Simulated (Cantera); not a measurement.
Feed: 1 mol CaCO3, 0.19 mol O2, held at 63.0 mbar.

Method: chemical equilibrium by Gibbs-energy minimisation in Cantera with the NASA 1993 tables (ideal gas, pure condensed phases). Candidate condensed phases: C, Ca, CaCO3, CaO; 15 gas species. Kinetics and transport are ignored.

x: gas mole fraction; n: condensed amount in mol.

| T (K) | x O2 | x CO2 | x CO | x O | x CaO | n CaCO3(calcite) | n CaO(s) |
|---|---|---|---|---|---|---|---|
| 600 | 1.000 | 7.96e-7 | <1e-12 | <1e-12 | <1e-12 | 1.00 | 0 |
| 700 | 1.000 | 0.000118 | <1e-12 | <1e-12 | <1e-12 | 1.000 | 0 |
| 800 | 0.995 | 0.00494 | <1e-12 | <1e-12 | <1e-12 | 0.999 | 0.000942 |
| 900 | 0.912 | 0.0882 | <1e-12 | ___ | <1e-12 | 0.982 | 0.0184 |
| 1000 | 0.160 | 0.840 | 5.10e-10 | ___ | <1e-12 | 0 | 1.00 |
| 1100 | 0.160 | 0.840 | 1.12e-8 | ___ | <1e-12 | 0 | 1.00 |
| 1200 | 0.160 | 0.840 | 1.46e-7 | ___ | <1e-12 | 0 | 1.00 |
| 1300 | 0.160 | 0.840 | 1.28e-6 | ___ | <1e-12 | 0 | 1.00 |
| 1400 | 0.160 | 0.840 | 8.22e-6 | ___ | <1e-12 | 0 | 1.00 |
| 1500 | 0.160 | 0.840 | 4.10e-5 | ___ | <1e-12 | 0 | 1.00 |
| 1600 | 0.160 | 0.840 | 0.000167 | ___ | <1e-12 | 0 | 1.00 |
| 1700 | 0.160 | 0.839 | 0.000574 | ___ | 1.40e-11 | 0 | 1.00 |
| 1800 | 0.160 | 0.838 | 0.00172 | ___ | 1.85e-10 | 0 | 1.00 |
| 1900 | 0.161 | 0.834 | 0.00453 | ___ | 1.86e-9 | 0 | 1.00 |

**Question.** Fill in the missing entries.

**Answer.** 
- 900, x O: 2.05e-11
- 1000, x O: 2.50e-10
- 1100, x O: 3.97e-9
- 1200, x O: 3.99e-8
- 1300, x O: 2.82e-7
- 1400, x O: 1.51e-6
- 1500, x O: 6.46e-6
- 1600, x O: 2.31e-5
- 1700, x O: 7.12e-5
- 1800, x O: 0.000194
- 1900, x O: 0.000477
